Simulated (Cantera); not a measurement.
Source: NASA polynomial tables (part measured, part estimated), evaluated in Cantera. Values are per mole of reaction as written; species without (g) are pure solids or liquids, kept so even where they would boil at 1 bar.

Between 300 and 2250 K, where is each reaction favourable under standard conditions?
- C + O₂(g) → CO₂(g)
- V + O₂(g) → VO₂(g)
- 1.333 B + O₂(g) → 0.6667 B₂O₃(g)


- C + O₂(g) → CO₂(g): ΔG° is -394 kJ at 300 K and -396 kJ at 2250 K; it stays negative (K > 1). ΔH° is -398 kJ and ΔS° -1 J/K at 2250 K.
- V + O₂(g) → VO₂(g): ΔG° is -242 kJ at 300 K and -278 kJ at 2250 K; it stays negative (K > 1). ΔH° is -282 kJ and ΔS° -2 J/K at 2250 K.
- 1.333 B + O₂(g) → 0.6667 B₂O₃(g): ΔG° is -550 kJ at 300 K and -496 kJ at 2250 K; it stays negative (K > 1). ΔH° is -567 kJ and ΔS° -32 J/K at 2250 K.
